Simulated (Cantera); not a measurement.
Ignition delay

Mixture: 17.3 % CO, 3.12 % H₂, 16.5 % O₂, 62.1 % N₂, 0.902 % CO₂, equivalence ratio 0.62, at 1000000 Pa, adiabatic and at constant volume. Ignition delay is the time to a rise of 400 K.

Model: GRI-Mech 3.0 (53 species, 325 reactions), integrated in Cantera. The hydrogen kinetics of GRI-Mech 3.0 are dated; newer H2 mechanisms differ, most at raised pressure. Where the delays flatten at high temperature, the 400 K rule measures the pace of heat release, not the induction time.

| T0 (K) | delay (ms) |
|---|---|
| 950 | 15.9 |
| 1050 | 1.32 |
| 1150 | 0.136 |
| 1250 | 0.0201 |
| 1350 | 0.00795 |
| 1450 | 0.00489 |
| 1550 | 0.00363 |
| 1650 | 0.00300 |
